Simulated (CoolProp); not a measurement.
Computed with CoolProp (reference Helmholtz-energy equation of state, Polt 1992). This equation is an older, rougher fit.

### Question
For cyclopropane, give the phase and the density (kg/m³), cp (kJ/(kg K)), speed of sound (m/s), expansivity (1/kK) at 426.9 K and 2000 kPa.

### Answer
- 426.9 K and 2000 kPa: gas; density 26.5, cp 2.14, speed of sound 280, expansivity 3.28
